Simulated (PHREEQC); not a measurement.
Copper plating or etch bath: speciation

Dissolve 0.016 mol CuCl2 and 0.013 mol HBF4 per kg of water at 25 °C. Closed to the air; pH follows from the charge balance.

The numbers come from PHREEQC with the ion-association model, phreeqc.dat.

Each row changes one thing in this solution. Precipitation was switched off in this run.

```tsv
case	pH	ionic strength (mol/kgw)	BF4- (mol/kgw)	HF (mol/kgw)	H3BO3 (mol/kgw)	BF3OH- (mol/kgw)
as made	1.99	0.0588	0.0108	0.00622	0.00148	0.000627
HBF4 from 0.013 to 0.0117 mol/kgw	2.03	0.0575	0.00955	?	0.00143	0.000584
HBF4 from 0.013 to 0.026 mol/kgw	1.69	0.0713	0.0230	0.00838	0.00187	0.000991
temperature from 25 to 65 °C	2.04	?	0.00926	0.0118	0.00279	0.000648
CuCl2 left out	1.97	?	0.0107	0.00650	0.00153	0.000607
CuCl2 from 0.016 to 0.032 mol/kgw	2.00	0.104	0.0108	?	0.00146	0.000637
```

**Question.** Some entries are withheld; supply them.

**Answer.** 
- HBF4 from 0.013 to 0.0117 mol/kgw, HF (mol/kgw): 0.00594
- temperature from 25 to 65 °C, ionic strength (mol/kgw): 0.0533
- CuCl2 left out, ionic strength (mol/kgw): 0.0119
- CuCl2 from 0.016 to 0.032 mol/kgw, HF (mol/kgw): 0.00607

Constants without temperature data keep their 25 °C values here. Real BF4- forms and hydrolyses slowly; the run takes it at equilibrium.
